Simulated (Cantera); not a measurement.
Input: 1 mol SiC, 1.2 mol N₂O, 380 mol N₂, 0.031 mol CO₂, equilibrated at 2025 K and 0.240 Pa.

Equilibrium computed with Cantera from the NASA thermochemical tables; the gas is ideal and each condensed phase is pure. Candidate condensed phases: C, Si, SiC, SiO₂, Si₂N₂O, Si₃N₄; 34 gas species. Rates play no part.

Base state: N₂ 0.995, CO 0.00269, Si 0.00201, SiO 0.000603 (mole fractions); condensed: gas only.

Question: What changes in the equilibrium state with this change: 0.98 mol O₂ added?

Answer: 
```csv
species,before,after
N₂,0.995,0.992
O,1.33e-9,0.00291
CO,0.00269,0.00267
Si,0.00201,3.95e-9
SiO,0.000603,0.00260
NO,<1e-9,0.000112
O₂,<1e-9,3.11e-5
CO₂,<1e-9,1.42e-5
```
